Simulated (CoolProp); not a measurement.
Vapour pressure (MPa) of hydrogen chloride: the reference equation beside estimates from Tc = 51.5 °C, pc = 8.314 MPa, ω = 0.130.

The numbers come from the reference Helmholtz-energy equation of state, Thol 2018 in CoolProp.

| T (°C) | reference | Redlich-Kwong | Soave-Redlich-Kwong | Peng-Robinson |
|---|---|---|---|---|
| -104.05 | 0.02995 | 0.03248 | 0.02740 | 0.02903 |
| -84.75 | 0.1026 | 0.1188 | 0.09775 | 0.1007 |
| -65.35 | 0.2752 | 0.3251 | 0.2695 | 0.2724 |
| -46.05 | 0.6132 | 0.7222 | 0.6124 | 0.6118 |
| -26.65 | 1.202 | 1.392 | 1.216 | 1.207 |
| -7.35 | 2.127 | 2.403 | 2.170 | 2.147 |
| 11.95 | 3.496 | 3.829 | 3.575 | 3.539 |
| 31.35 | 5.451 | 5.744 | 5.548 | 5.512 |

Absolute difference from the reference over all 8 rows, mean and median: Redlich-Kwong 13.0 and 14.4 %, Soave-Redlich-Kwong 2.8 and 2.0 %, Peng-Robinson 1.2 and 1.1 %.
